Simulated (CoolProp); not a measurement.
Saturation properties of propylene (Tc = 364.2 K, pc = 4.555 MPa, ω = 0.146).

Values from CoolProp's reference Helmholtz-energy equation of state, Lemmon 2013.

```
T (K)  p (MPa)  vapour density (kg/m³)  enthalpy of vaporisation (kJ/kg)  liquid viscosity (µPa s)
-----  -------  ----------------------  --------------------------------  ------------------------
283.3   0.7818                   16.42                             361.5                       109
289.5   0.9246                   19.43                             350.8                       103
295.6    1.083                   22.82                             339.7                      97.4
301.7    1.260                   26.71                             327.9                      91.9
307.8    1.457                   31.18                             315.3                      86.6
314      1.680                   36.43                             301.4                      81.5
320.1    1.923                   42.42                             286.6                      76.6
326.2    2.191                   49.42                             270.3                      71.7
332.3    2.485                   57.71                             252.4                      66.9
338.4    2.808                   67.69                             232.1                      62.1
344.6    3.167                   80.29                             208.2                      57.0
350.7    3.555                   96.45                             179.9                      51.6
```

It boils at 225.5 K under 1 atm.

Viscosity comes from a separate model (Huber 2003), an estimate that may be off by 10 % or more.
